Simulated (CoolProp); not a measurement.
R410A at several states: Z from the reference equation and from simpler models built on Tc = 71.3 °C, pc = 4.901 MPa, ω = 0.296; each cubic takes its own stable root.

The numbers come from the reference Helmholtz-energy equation of state, Lemmon 2003 in CoolProp. It is a pseudo-pure fit of the blend.

```tsv
T (°C)	p (MPa)	phase	reference	Soave-Redlich-Kwong	Peng-Robinson
91.15	0.319	gas	0.9800	0.9816	0.9792
-58.15	4.09	liquid	0.1204	___	___
102.95	0.737	gas	___	___	___
```

Question: Fill in the missing entries.

Answer: 
- -58.15, Soave-Redlich-Kwong: 0.1435
- -58.15, Peng-Robinson: 0.1272
- 102.95, reference: 0.9585
- 102.95, Soave-Redlich-Kwong: 0.9617
- 102.95, Peng-Robinson: 0.9565
